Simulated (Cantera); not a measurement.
Feed: 1 mol NF3, 0.89 mol H2, at 93.0 bar.

Cantera equilibrium calculation (NASA polynomials, part measured and part estimated; ideal gas, pure solids and liquids). The ideal-gas law is rough above about 30 bar. Equilibrium is a limit: real reactors are often held back by kinetics, nucleation or transport.

Task: At 1723 K, list the 6 most abundant gas species with their mole fractions, and the condensed phases.

Result: HF 0.554, F 0.201, N2 0.155, F2 0.0887, NF3 0.000666, H2F2 0.000281. Condensed: gas only.
